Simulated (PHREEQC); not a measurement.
## Reverse-osmosis permeate: speciation

Model water analysis in mg/L, 20 °C, pH 5.94, pe -1.2: Na 1.54; K 5.81; Ca 0.986; Mg 1.14; Cl 2.65; S(6) as SO4 0.832; Alkalinity as HCO3 16.3; B 0.0557.

Valence states are taken as typed.

Computed with PHREEQC (ion-association model, wateq4f.dat).

This is a speciation only: nothing precipitates in the calculation.

Task: Estimate the charge-balance error.

Result: charge-balance error -0.1 %.

Task: In which forms is C present?

Result: CO2 73 %, HCO3- 27 % of the C.
